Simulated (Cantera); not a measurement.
Mixture: CH4 : H2 : O2 : N2 = 1 : 0.1 : 1.86 : 7.01 (molar parts), equivalence ratio 1.1, at 1500 Torr, adiabatic and at constant pressure. Ignition delay is the time to a rise of 400 K.

Cantera simulation using GRI-Mech 3.0 (53 species, 325 reactions); the numbers are that mechanism's predictions, not measurements.

Q: What does this change do: pressure from 1500 Torr to 7500 Torr?

A: 
```tsv
quantity	before	after
delay at 1300 K	3.26 ms	0.680 ms
delay at 1400 K	1.17 ms	0.288 ms
delay at 1500 K	0.457 ms	0.124 ms
delay at 1600 K	0.197 ms	55.5 µs
delay at 1700 K	95.2 µs	26.3 µs
delay at 1800 K	50.6 µs	13.4 µs
apparent activation energy between 1600 and 1800 K	160 kJ/mol	170 kJ/mol
```
